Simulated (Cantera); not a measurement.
Input (Python, Cantera) and output of one run.

```python
import numpy as np
import cantera as ct

gas_names = """
    B BH BH2 BH3 BN BO BO2 B2 B2O B2O2 B2O3 B3O3H3 H HBO HBO2 HNO HNO2 HNO3 HO2 H2 H2O H2O2 H3B3O6 N NH
    NH2 NH3 NH2OH NO NO2 NO3 N2 N2H2 N2H4 N2O O OH O2 O3
""".split()
cond_names = """
    B(b) B(L) BN(s) B2O3(L) B3O3H3(cr) H2O(s) H2O(L)
""".split()


def load(file, names, dense=False):
    # The tables refer to 1 bar. Condensed volumes are neglected.
    table = {s.name: s for s in ct.Species.list_from_file(file)}
    out = []
    for n in names:
        d = dict(table[n].input_data)
        d["thermo"] = dict(d["thermo"], **{"reference-pressure": 1e5})
        if dense:
            d["equation-of-state"] = {"model": "constant-volume", "density": "1e6 g/cm^3"}
        out.append(ct.Species.from_dict(d))
    return out


gas = ct.Solution(thermo="ideal-gas", species=load("nasa_gas.yaml", gas_names))
cond = {s.name: ct.Solution(thermo="fixed-stoichiometry", species=[s], name=s.name)
        for s in load("nasa_condensed.yaml", cond_names, dense=True)}
atoms = {
    'B2O3': {'B': 2, 'O': 3},
    'N2': {'N': 2},
    'H2': {'H': 2},
}
top_T = {'BN(s)': 3200}  # K; cautious upper limits of use, not melting points


def equilibrate(T, P, feed):
    n = {}
    for name, mol in feed.items():
        for a, k in atoms[name].items():
            n[a] = n.get(a, 0.0) + k * mol
    gas.TPX = T, P, n
    mass = sum(n.values()) * gas.mean_molecular_weight
    gas.equilibrate("TP")
    valid = [c for c in cond.values() if c.min_temp <= T <= top_T.get(c.name, c.max_temp)]
    mix = ct.Mixture([(gas, mass / gas.mean_molecular_weight)] + [(c, 0.0) for c in valid])
    mix.T, mix.P = T, P
    mix.equilibrate("TP", solver="vcs", rtol=1e-11, max_steps=5000)
    return mix


results = []
feed = {'B2O3': 1, 'N2': 1.4, 'H2': 3.5}  # mol
T = 2448  # K
P = 1000  # Pa
mix = equilibrate(T, P, feed)
results.append((T, P, feed, dict(zip(mix.species_names, mix.species_moles))))
x = sorted(zip(gas.X, gas.species_names), reverse=True)
print(f"T = {T:g} K  P = {P:g} Pa  gas = {mix.phase_moles(0):.4g} mol")
print("   x: " + "  ".join(f"{s} {v:.3e}" for v, s in x if v > 0.0001))
print("   condensed (mol): " + ("  ".join(f"{mix.phase(i).name} {mix.phase_moles(i):.4g}"
      for i in range(1, mix.n_phases) if mix.phase_moles(i) > 1e-12) or "none"))
```

It prints:

```
T = 2448 K  P = 1000 Pa  gas = 6.634 mol
   x: H2 3.933e-01  N2 2.110e-01  H 1.248e-01  BO 8.909e-02  HBO2 7.362e-02  B2O3 4.955e-02  HBO 2.793e-02  H2O 2.049e-02  BO2 5.478e-03  B2O2 3.132e-03  OH 1.268e-03  O 2.672e-04
   condensed (mol): none
```

Equilibrium computed with Cantera from the NASA thermochemical tables; the gas is ideal and each condensed phase is pure.
